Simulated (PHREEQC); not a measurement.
Make-up at 25 °C: 0.0025 mol/kgw Na2S. It is in equilibrium with CO2 at log p = -2 (atm). Otherwise closed; pH follows from the charge balance.

All values are PHREEQC results (ion-association model, wateq4f.dat), not measurements.

Each row changes one thing in this solution. This is a speciation only: nothing precipitates in the calculation.

```
case                                             pH  ionic strength (mol/kgw)  HCO3- (mol/kgw)  NaHCO3 (mol/kgw)  SI of Nahcolite (NaHCO3)  SI of Natron (Na2CO3:10H2O)
---------------------------------------------  ----  ------------------------  ---------------  ----------------  ------------------------  ---------------------------
as made                                        7.29                   0.00500          0.00321           7.76e-6                     -4.31                        -8.92
0.0001 mol/kgw CO2 added                       7.29                   0.00500          0.00321           7.76e-6                     -4.31                        -8.92
Na2S from 0.0025 to 0.0125 mol/kgw             7.88                    0.0249           0.0133          0.000138                     -3.06                        -6.42
Na2S from 0.0025 to 0.00375 mol/kgw            7.44                       [?]              [?]           1.60e-5                     -4.00                        -8.29
Na2S replaced by Na2SiF6 at the same molality  3.22                   0.00764          2.72e-7               [?]                     -8.40                       -17.09
Na2S from 0.0025 to 0.00225 mol/kgw            7.26                       [?]          0.00294               [?]                     -4.39                        -9.08
diluted 5-fold with water                      6.71                   0.00100         0.000809           4.24e-7                     -5.57                       -11.44
Na2S from 0.0025 to 0.00125 mol/kgw            7.05                   0.00250          0.00178           2.24e-6                     -4.85                       -10.00
```

**Question.** Some entries are withheld; supply them.

**Answer.** 
- Na2S from 0.0025 to 0.00375 mol/kgw, ionic strength (mol/kgw): 0.00749
- Na2S from 0.0025 to 0.00375 mol/kgw, HCO3- (mol/kgw): 0.00456
- Na2S replaced by Na2SiF6 at the same molality, NaHCO3 (mol/kgw): 6.38e-10
- Na2S from 0.0025 to 0.00225 mol/kgw, ionic strength (mol/kgw): 0.00450
- Na2S from 0.0025 to 0.00225 mol/kgw, NaHCO3 (mol/kgw): 6.43e-6

Species that the database lacks are ignored. Some of these states are supersaturated (in Quartz (slow to form), Chalcedony (slow to form), for instance). SiF6-2 is the database's only silicon fluoride. The polysulfide entries of wateq4f.dat were taken out for this run.
